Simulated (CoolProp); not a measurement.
Vapour-liquid equilibrium of C2F6 (R116) (1) + propane (2) at -32.55 °C; x and y are mole fractions of (1).

Values from CoolProp's multi-fluid Helmholtz-energy mixture model, Lemmon 2006 and Lemmon 2009; pair parameters Bell 2016.

Task: Give the bubble pressure and the first vapour's composition at x = 0.35, 0.55, 0.85. Is there an azeotrope?

Result: x = 0.35: 5.853 bar, y = 0.757; x = 0.55: 6.213 bar, y = 0.785; x = 0.85: 6.825 bar, y = 0.888. No azeotrope shows between x = 0.05 and 0.95.

The pair parameters rest on a limited set of measurements; away from them the model extrapolates. With so large a gap from Raoult's law the liquid may split in two, which this calculation doesn't test in full.
